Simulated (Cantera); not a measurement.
**Stirred combustor or abatement burner**

A perfectly stirred reactor is fed with H2 : O2 : N2 = 1 : 0.357 : 1.34 (molar parts), equivalence ratio 1.4, at 9.87 atm; it is adiabatic with a 600 K inlet, and is followed from long to short residence time, starting on the burning branch (τ in s: 0.077, 0.043, 0.024, 0.013, 0.0072, 0.004, 0.0022, 0.0012, 0.00068, 0.00037, 0.00021, 0.00011, 6.3e-05).

Computed with Cantera and the H2/O2 subset of GRI-Mech 3.0, which has no nitrogen chemistry. The hydrogen kinetics of GRI-Mech 3.0 are dated; newer H2 mechanisms differ, most at raised pressure.

| τ (s) | T (K) | x H2 | x O2 | x O | x HO2 | x H2O2 | x H2O |
|---|---|---|---|---|---|---|---|
| 0.077 | 2529 | 0.121 | 3.25e-5 | 2.93e-5 | 6.43e-8 | 4.00e-8 | 0.303 |
| 0.043 | 2529 | 0.121 | 3.48e-5 | 2.97e-5 | 6.65e-8 | 4.07e-8 | 0.303 |
| 0.024 | 2528 | 0.121 | 3.90e-5 | 3.04e-5 | 7.04e-8 | 4.21e-8 | 0.303 |
| 0.013 | 2528 | 0.121 | 4.68e-5 | 3.17e-5 | 7.81e-8 | 4.48e-8 | 0.302 |
| 0.0072 | 2526 | 0.121 | 5.99e-5 | 3.40e-5 | 9.16e-8 | 4.94e-8 | 0.302 |
| 0.0040 | 2524 | 0.121 | 8.19e-5 | 3.80e-5 | 1.16e-7 | 5.73e-8 | 0.302 |
| 0.0022 | 2521 | 0.121 | 0.000119 | 4.54e-5 | 1.62e-7 | 7.14e-8 | 0.302 |
| 0.0012 | 2515 | 0.121 | 0.000177 | 5.87e-5 | 2.51e-7 | 9.56e-8 | 0.301 |
| 0.00068 | 2507 | 0.121 | 0.000261 | 8.03e-5 | 4.05e-7 | 1.32e-7 | 0.300 |
| 0.00037 | 2494 | 0.121 | 0.000396 | 0.000120 | 7.10e-7 | 1.94e-7 | 0.299 |
| 0.00021 | 2478 | 0.121 | 0.000582 | 0.000181 | 1.22e-6 | 2.77e-7 | 0.298 |
| 0.00011 | 2453 | 0.121 | 0.000900 | 0.000296 | 2.26e-6 | 4.08e-7 | 0.295 |
| 6.3e-5 | 2424 | 0.120 | 0.00131 | 0.000454 | 3.77e-6 | 5.53e-7 | 0.293 |
x: mole fraction; the columns are a selection and need not sum to one.
